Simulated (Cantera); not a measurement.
Cantera run:

```python
import numpy as np
import cantera as ct

gas_names = [...]  # 105 gases of nasa_gas.yaml made of C, H, N, Si
cond_names = """
    C(gr) C6H6(L) C7H8(L) C8H18(L),n-octa Si(cr) Si(L) SiC(b) Si3N4(a)
""".split()


# ... load() reads the species with a 1 bar reference pressure and builds the phases ...
atoms = {
    'Si3N4': {'Si': 3, 'N': 4},
    'C': {'C': 1},
    'H2': {'H': 2},
}
top_T = {'C(gr)': 4500, 'SiC(b)': 3050, 'Si3N4(a)': 2400}  # K; cautious upper limits of use, not melting points


# ... equilibrate(T, P, feed) seeds the gas with the atoms and calls Mixture.equilibrate('TP', solver="vcs", rtol=1e-11, max_steps=5000) ...
results = []
T = 2225  # K
P = 300  # Pa
for m in [0.015, 0.021, 0.029, 0.04, 0.056, 0.079, 0.11, 0.15, 0.21, 0.3, 0.41]:
    feed = {'Si3N4': 1, 'C': 0.0037, 'H2': m}  # mol
    mix = equilibrate(T, P, feed)
    results.append((T, P, feed, dict(zip(mix.species_names, mix.species_moles))))
    x = sorted(zip(gas.X, gas.species_names), reverse=True)
    print(f"T = {T:g} K  P = {P:g} Pa  n(H2) = {m:g} mol  gas = {mix.phase_moles(0):.4g} mol")
    print("   x: " + "  ".join(f"{s} {v:.3e}" for v, s in x if v > 1e-05))
    print("   condensed (mol): " + ("  ".join(f"{mix.phase(i).name} {mix.phase_moles(i):.4g}"
          for i in range(1, mix.n_phases) if mix.phase_moles(i) > 1e-12) or "none"))
```

Output:

```
T = 2225 K  P = 300 Pa  n(H2) = 0.015 mol  gas = 2.414 mol
   x: N2 8.271e-01  Si 1.562e-01  H 6.379e-03  H2 2.910e-03  Si2 2.625e-03  Si2C 1.490e-03  Si2N 1.355e-03  SiN 1.251e-03  Si3 5.072e-04  SiH 1.946e-04  HCN 2.769e-05
   condensed (mol): Si(L) 2.589
T = 2225 K  P = 300 Pa  n(H2) = 0.021 mol  gas = 2.424 mol
   x: N2 8.238e-01  Si 1.562e-01  H 7.967e-03  H2 4.539e-03  Si2 2.625e-03  Si2C 1.477e-03  Si2N 1.352e-03  SiN 1.249e-03  Si3 5.072e-04  SiH 2.431e-04  HCN 3.422e-05
   condensed (mol): Si(L) 2.588
T = 2225 K  P = 300 Pa  n(H2) = 0.029 mol  gas = 2.436 mol
   x: N2 8.196e-01  Si 1.562e-01  H 9.780e-03  H2 6.840e-03  Si2 2.625e-03  Si2C 1.462e-03  Si2N 1.349e-03  SiN 1.246e-03  Si3 5.072e-04  SiH 2.984e-04  HCN 4.147e-05
   condensed (mol): Si(L) 2.586
T = 2225 K  P = 300 Pa  n(H2) = 0.04 mol  gas = 2.453 mol
   x: N2 8.142e-01  Si 1.562e-01  H 1.191e-02  H2 1.014e-02  Si2 2.625e-03  Si2C 1.443e-03  Si2N 1.344e-03  SiN 1.242e-03  Si3 5.072e-04  SiH 3.634e-04  HCN 4.968e-05
   condensed (mol): Si(L) 2.583
T = 2225 K  P = 300 Pa  n(H2) = 0.056 mol  gas = 2.476 mol
   x: N2 8.065e-01  Si 1.562e-01  H2 1.510e-02  H 1.453e-02  Si2 2.625e-03  Si2C 1.419e-03  Si2N 1.338e-03  SiN 1.236e-03  Si3 5.072e-04  SiH 4.433e-04  HCN 5.932e-05
   condensed (mol): Si(L) 2.579
T = 2225 K  P = 300 Pa  n(H2) = 0.079 mol  gas = 2.508 mol
   x: N2 7.961e-01  Si 1.562e-01  H2 2.234e-02  H 1.768e-02  Si2 2.625e-03  Si2C 1.388e-03  Si2N 1.329e-03  SiN 1.228e-03  SiH 5.394e-04  Si3 5.072e-04  HCN 7.015e-05
   condensed (mol): Si(L) 2.573
T = 2225 K  P = 300 Pa  n(H2) = 0.11 mol  gas = 2.551 mol
   x: N2 7.827e-01  Si 1.562e-01  H2 3.214e-02  H 2.120e-02  Si2 2.625e-03  Si2C 1.352e-03  Si2N 1.318e-03  SiN 1.217e-03  SiH 6.469e-04  Si3 5.072e-04  HCN 8.124e-05  SiH2 1.076e-05
   condensed (mol): Si(L) 2.566
T = 2225 K  P = 300 Pa  n(H2) = 0.15 mol  gas = 2.605 mol
   x: N2 7.664e-01  Si 1.562e-01  H2 4.464e-02  H 2.498e-02  Si2 2.625e-03  Si2C 1.311e-03  Si2N 1.304e-03  SiN 1.205e-03  SiH 7.623e-04  Si3 5.072e-04  HCN 9.185e-05  SiH2 1.494e-05
   condensed (mol): Si(L) 2.557
T = 2225 K  P = 300 Pa  n(H2) = 0.21 mol  gas = 2.686 mol
   x: N2 7.434e-01  Si 1.562e-01  H2 6.284e-02  H 2.965e-02  Si2 2.625e-03  Si2N 1.284e-03  Si2C 1.257e-03  SiN 1.186e-03  SiH 9.045e-04  Si3 5.072e-04  HCN 1.029e-04  SiH2 2.104e-05
   condensed (mol): Si(L) 2.543
T = 2225 K  P = 300 Pa  n(H2) = 0.3 mol  gas = 2.804 mol
   x: N2 7.119e-01  Si 1.562e-01  H2 8.873e-02  H 3.523e-02  Si2 2.625e-03  Si2N 1.257e-03  Si2C 1.189e-03  SiN 1.161e-03  SiH 1.075e-03  Si3 5.072e-04  HCN 1.132e-04  SiH2 2.970e-05
   condensed (mol): Si(L) 2.523
T = 2225 K  P = 300 Pa  n(H2) = 0.41 mol  gas = 2.948 mol
   x: N2 6.771e-01  Si 1.562e-01  H2 1.180e-01  H 4.063e-02  Si2 2.625e-03  SiH 1.240e-03  Si2N 1.226e-03  SiN 1.132e-03  Si2C 1.118e-03  Si3 5.072e-04  HCN 1.197e-04  SiH2 3.951e-05
   condensed (mol): Si(L) 2.499
```

These are equilibrium values from Cantera (NASA tables, ideal gas, pure condensed phases), not measurements of a reactor. The tables' values for SiN are old estimates; treat these amounts as uncertain. Gases not in the tables: Si2H6 and higher silanes.
